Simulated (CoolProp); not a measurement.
Saturation properties of chlorine.

Values from CoolProp's reference Helmholtz-energy equation of state, Thol 2021.

```tsv
T (°C)	p (MPa)	enthalpy of vaporisation (kJ/kg)	liquid cp (kJ/(kg K))	vapour Z
-35.65	0.09397	287.9	0.9402	0.9749
-24.45	0.1513	281.5	0.9444	(withheld)
-13.35	0.2318	274.7	0.9506	(withheld)
-2.15	0.3428	267.5	0.9594	0.9382
9.05	0.4902	(withheld)	0.9710	0.9213
20.25	0.6805	251.6	0.9855	(withheld)
31.45	0.9204	242.8	1.004	0.8799
42.55	1.214	233.3	1.026	0.8556
53.75	1.573	222.9	1.054	0.8283
64.95	2.003	211.5	1.090	0.7980
76.15	2.510	199.0	1.137	0.7644
87.25	3.095	185.2	(withheld)	0.7273
98.45	3.776	169.5	1.290	0.6852
```

Q: Complete the blanks.

A: 
- -24.45, vapour Z: 0.9648
- -13.35, vapour Z: 0.9527
- 9.05, enthalpy of vaporisation (kJ/kg): 259.8
- 20.25, vapour Z: 0.9019
- 87.25, liquid cp (kJ/(kg K)): 1.199

It boils at -34.0 °C under 1 atm.
